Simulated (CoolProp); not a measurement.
Vapour-liquid equilibrium of CHF3 (R23) (1) + R22 (2) at 0.452 MPa; x and y are mole fractions of (1).

Model: multi-fluid Helmholtz-energy mixture model, Penoncello 2003 and Kamei 1995; pair parameters Bell 2016, in CoolProp.

```tsv
x	bubble temperature, mixture model (K)	bubble temperature, Raoult's law (K)	y, mixture model	y, Raoult's law
0.05	264.0	264.5	0.214	0.217
0.2	249.9	251.7	0.587	0.590
0.35	(withheld)	242.7	(withheld)	0.769
0.5	234.4	236.0	0.850	0.867
0.65	(withheld)	230.7	0.908	0.927
0.8	226.1	226.4	0.951	0.966
0.95	222.8	222.8	0.988	0.993
```

Question: Fill in the missing entries.

Answer: 
- 0.35, bubble temperature, mixture model (K): 240.7
- 0.35, y, mixture model: 0.758
- 0.65, bubble temperature, mixture model (K): 229.8

The largest gap from Raoult's law is -2.0 K in bubble temperature, at x = 0.35. No azeotrope shows between x = 0.05 and 0.95.

The pair parameters rest on a limited set of measurements; away from them the model extrapolates.
